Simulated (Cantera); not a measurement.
A Cantera script and what it prints.

```python
import numpy as np
import cantera as ct

gas_names = """
    CL CL2 N N2 Si SiCL SiCL2 SiCL3 SiCL4 SiN Si2 Si2N Si3
""".split()
cond_names = """
    Si(cr) Si(L) Si3N4(a)
""".split()


# ... load() reads the species with a 1 bar reference pressure and builds the phases ...
atoms = {
    'Si': {'Si': 1},
    'Cl2': {'CL': 2},
    'N2': {'N': 2},
}
top_T = {'Si3N4(a)': 2400}  # K; cautious upper limits of use, not melting points


# ... equilibrate(T, P, feed) seeds the gas with the atoms and calls Mixture.equilibrate('TP', solver="vcs", rtol=1e-11, max_steps=5000) ...
results = []
feed = {'Si': 1, 'Cl2': 0.69, 'N2': 1.5}  # mol
T = 623  # K
P = 37  # Pa
mix = equilibrate(T, P, feed)
results.append((T, P, feed, dict(zip(mix.species_names, mix.species_moles))))
print(gas.report(threshold=0.001))
for i in range(1, mix.n_phases):
    print(f"{mix.phase(i).name:16s} {mix.phase_moles(i):12.5e} mol")
```

It prints:

```
       temperature   623 K
          pressure   37 Pa
           density   0.00044835 kg/m^3
  mean mol. weight   62.768 kg/kmol
   phase of matter   gas

                          1 kg             1 kmol
                     ---------------   ---------------
          enthalpy       -2.3465e+06       -1.4729e+08  J
   internal energy       -2.4291e+06       -1.5247e+08  J
           entropy            5258.8        3.3008e+05  J/K
    Gibbs function       -5.6227e+06       -3.5293e+08  J
 heat capacity c_p            765.77             48066  J/K
 heat capacity c_v            633.31             39751  J/K

                      mass frac. Y      mole frac. X     chem. pot. / RT
                     ---------------   ---------------   ---------------
                N2           0.33698           0.75503           -31.988
             SiCL4           0.66302           0.24497           -179.54
     [  +11 minor]        9.7629e-09        4.5584e-09

Si(cr)            0.00000e+00 mol
Si3N4(a)          2.18333e-01 mol
```

Method: chemical equilibrium by Gibbs-energy minimisation in Cantera with the NASA 1993 tables (ideal gas, pure condensed phases). N2 is the only nitrogen source here; it is nearly inert below about 1500 K, so the nitride shown seldom forms there in practice.
